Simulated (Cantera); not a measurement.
Equilibrium for aluminium and copper etching: Al + HCl + N2

Charge: 1 mol Al, 16 mol HCl, 2.5 mol N2, equilibrated at 0.120 bar.

Cantera equilibrium calculation (NASA polynomials, part measured and part estimated; ideal gas, pure solids and liquids). Candidate condensed phases: Al, AlCl3, AlN, NH4Cl; 20 gas species. Kinetics and transport are ignored.

| T (K) | log p HCl | log p N2 | log p H2 | log p AlCl3 | log p Al2Cl6 | n NH4Cl(s) |
|---|---|---|---|---|---|---|
| 425 | -1.00 | -1.78 | -3.59 | -4.97 | -2.39 | 0.979 |
| 475 | -1.05 | -1.77 | -1.99 | -4.21 | -2.47 | 0 |
| 525 | -1.05 | -1.77 | -1.99 | -3.57 | -2.48 | 0 |
| 575 | -1.05 | -1.77 | -1.99 | -3.06 | -2.53 | 0 |
| 625 | -1.05 | -1.77 | -1.99 | -2.67 | -2.63 | 0 |
| 675 | -1.06 | -1.77 | -1.99 | -2.41 | -2.85 | 0 |
| 725 | -1.06 | -1.78 | -2.00 | -2.26 | -3.20 | 0 |
| 775 | -1.06 | -1.78 | -2.00 | -2.21 | -3.64 | 0 |
| 825 | -1.06 | -1.78 | -2.00 | -2.19 | -4.08 | 0 |
| 875 | -1.06 | -1.78 | -2.00 | -2.18 | -4.50 | 0 |
log p: log10 of the partial pressure in bar; n: condensed amount in mol.

At 425 K the condensed part is NH4Cl(s). From 475 K to 875 K nothing is condensed. The main Al-bearing gas is Al2Cl6 at 425 K and AlCl3 at 875 K.
